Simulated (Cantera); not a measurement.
Feed: 1 mol Si₃N₄, 3.5 mol H₂O, 530 mol N₂, at 1175 °C and 3400 Pa.

Equilibrium computed with Cantera from the NASA thermochemical tables; the gas is ideal and each condensed phase is pure. Candidate condensed phases: H₂O, Si, SiO₂, Si₂N₂O, Si₃N₄; 35 gas species. Mutual solubility and eutectic melting of coexisting phases are not modelled. The tables hold silica as quartz up to 1696 K and as liquid above; real silica turns to tridymite and cristobalite and melts near 1996 K. Rates play no part.

Base state: N₂ 0.993, H₂ 0.00654, SiO 4.79e-5 (mole fractions); condensed: SiO₂(β-quartz) + Si₂N₂O(s).

Problem. What changes in the equilibrium state with this change: temperature from 1175 °C to 1477 °C?

Solution. 
| species | before | after |
|---|---|---|
| N₂ | 0.993 | 0.989 |
| H₂ | 0.00654 | 0.00642 |
| SiO | 4.79e-5 | 0.00468 |
| H | 4.05e-6 | 0.000101 |
| H₂O | 1.45e-6 | 3.24e-5 |
| SiO₂(β-quartz), mol | 1.32 | 0 |
| Si₂N₂O(s), mol | 0.825 | 0 |
| SiO₂(condensed), mol | 0 | 0.483 |
